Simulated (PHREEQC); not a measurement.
NaOH is added in steps, without added water, to 1 kg of water holding 0.011 mol H3PO4, 0.2 mol Na2HPO4 and 3.4e-05 mol NaCl, at 25 °C. Oxygen alone is held at its pressure in air (log pO2 = -0.68). No CO2 enters from the air. Solids allowed: Halite. Others were left out.

Base run: PHREEQC, ion-association model, phreeqc.dat. Each further column changes one thing. The table gives pH.

| NaOH added (mol) | base | H3PO4 from 0.011 to 0.11 mol/kgw | H3PO4 from 0.011 to 0.0011 mol/kgw | temperature from 25 to 40 °C | no solid may form |
|---|---|---|---|---|---|
| 0 | 7.56 | 6.25 | 8.53 | 7.51 | 7.56 |
| 0.02875 | 9.87 | 6.42 | 10.50 | 9.71 | 9.87 |
| 0.0575 | 10.61 | 6.57 | 10.86 | 10.44 | 10.61 |
| 0.07187 | 10.77 | 6.65 | 10.99 | 10.61 | 10.77 |
| 0.1006 | 11.02 | 6.80 | 11.21 | 10.85 | 11.02 |
| 0.1294 | 11.23 | 6.97 | 11.42 | 11.05 | 11.23 |
| 0.1581 | 11.43 | 7.18 | 11.65 | 11.24 | 11.43 |
| 0.1725 | 11.54 | 7.31 | 11.78 | 11.34 | 11.54 |
| 0.2013 | 11.78 | 7.75 | 12.07 | 11.54 | 11.78 |
| 0.23 | 12.07 | 9.79 | 12.35 | 11.76 | 12.07 |

The ionic strength passes 0.7 mol/kgw, the rough limit of the ion-association models, in part of: base; H3PO4 from 0.011 to 0.11 mol/kgw; H3PO4 from 0.011 to 0.0011 mol/kgw; temperature from 25 to 40 °C; no solid may form. Constants without temperature data keep their 25 °C values here.
